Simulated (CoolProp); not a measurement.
The fluid at 510.22 K and 0.666 MPa is throttled through a valve to 0.248 MPa with no heat exchange. The same conditions are run with several fluids, on thermodynamics alone (safety and materials aside).

Values from CoolProp's reference Helmholtz-energy equation of state of each fluid (octamethylcyclotetrasiloxane (D4): Thol 2015; decamethylcyclopentasiloxane (D5): Thol 2019; dodecamethylpentasiloxane (MD3M): Thol 2019; dodecamethylcyclohexasiloxane (D6): Colonna 2008; tetradecamethylhexasiloxane (MD4M): Thol 2019).

```
fluid                               temperature change (K)  final phase  final density (kg/m³)
----------------------------------  ----------------------  -----------  ---------------------
octamethylcyclotetrasiloxane (D4)                        …            …                      …
decamethylcyclopentasiloxane (D5)                     -0.0       liquid                      …
dodecamethylpentasiloxane (MD3M)                      -0.0       liquid                      …
dodecamethylcyclohexasiloxane (D6)                    +0.0       liquid                      …
tetradecamethylhexasiloxane (MD4M)                    +0.0       liquid                      …
```

**Question.** Some entries are withheld; supply them.

**Answer.** 
- octamethylcyclotetrasiloxane (D4), temperature change (K): -22.2
- octamethylcyclotetrasiloxane (D4), final phase: two-phase, vapour fraction 0.415
- octamethylcyclotetrasiloxane (D4), final density (kg/m³): 49.2
- decamethylcyclopentasiloxane (D5), final density (kg/m³): 707
- dodecamethylpentasiloxane (MD3M), final density (kg/m³): 646
- dodecamethylcyclohexasiloxane (D6), final density (kg/m³): 718
- tetradecamethylhexasiloxane (MD4M), final density (kg/m³): 668
